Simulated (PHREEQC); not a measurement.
## Leach liquor

Consider water at 25 °C with 0.0032 mol HCl, 0.0028 mol FeSO4 and 0.094 mol MgSO4 per kg of water. Closed to the air; pH follows from the charge balance.

The numbers come from PHREEQC with the ion-association model, phreeqc.dat.

Each row changes one thing in this solution. No solid was allowed to form.

```
case                                              pH  ionic strength (mol/kgw)  SO4-2 (mol/kgw)  HSO4- (mol/kgw)  Fe+2 (mol/kgw)  FeSO4 (mol/kgw)  SI of Melanterite (FeSO4:7H2O)
----------------------------------------------  ----  ------------------------  ---------------  ---------------  --------------  ---------------  ------------------------------
as made                                         2.98                     0.188           0.0454          0.00186         0.00157          0.00121                           -2.95
diluted 2-fold with water                       3.17                     0.105              [?]              [?]             [?]         0.000544                           -3.30
HCl replaced by MgCl2 at the same molality      6.49                     0.193           0.0457          5.69e-7         0.00158          0.00121                           -2.95
diluted 5-fold with water                       3.45                    0.0481           0.0118         0.000228        0.000380         0.000179                           -3.79
HCl replaced by (CH3)4NCl at the same molality  6.50                     0.190           0.0467          5.74e-7         0.00156          0.00123                           -2.94
FeSO4 from 0.0028 to 0.028 mol/kgw              3.03                     0.235           0.0570          0.00192          0.0153           0.0126                           -1.93
temperature from 25 to 10 °C                    2.93                     0.217           0.0527          0.00172         0.00170              [?]                           -2.67
MgSO4 left out                                  2.59                    0.0121          0.00205         0.000369             [?]         0.000371                           -3.47
MgSO4 from 0.094 to 0.141 mol/kgw               3.04                     0.261           0.0635          0.00203         0.00151          0.00128                           -2.92
```

**Question.** What belongs in the gaps?

**Answer.** 
- diluted 2-fold with water, SO4-2 (mol/kgw): 0.0254
- diluted 2-fold with water, HSO4- (mol/kgw): 0.000781
- diluted 2-fold with water, Fe+2 (mol/kgw): 0.000852
- temperature from 25 to 10 °C, FeSO4 (mol/kgw): 0.00108
- MgSO4 left out, Fe+2 (mol/kgw): 0.00242

(CH3)4N+ isn't in the database: it is added as a free cation with an ion size of 4 Å. Constants without temperature data keep their 25 °C values here.
